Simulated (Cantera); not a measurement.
**Thermodynamics of silicon nitride deposition, feed Si2Cl6 + N2 + NH3**

Charge: 1 mol Si2Cl6, 8.9 mol N2, 2.8 mol NH3, at 1123 K and 0.390 bar.

Cantera equilibrium calculation (NASA polynomials, part measured and part estimated; ideal gas, pure solids and liquids). Candidate condensed phases: NH4Cl, Si, Si3N4; 28 gas species. The feed counts by its element totals alone. The tables' values for SiCl3 are old estimates; treat these amounts as uncertain. The numbers say what is thermodynamically allowed, not how fast it happens.

```yaml
x(N2): 0.583
x(HCl): 0.240
x(H2): 0.142
x(SiCl4): 0.0335
x(SiHCl3): 0.000340
x(SiCl3): 0.000102
x(NH3): 4.49e-6
x(SiCl2): 3.90e-6
n(Si3N4(s)): 0.486 mol
gas_amount: 15.99 mol
log10 activity of Si(s) (absent): -5.34
```
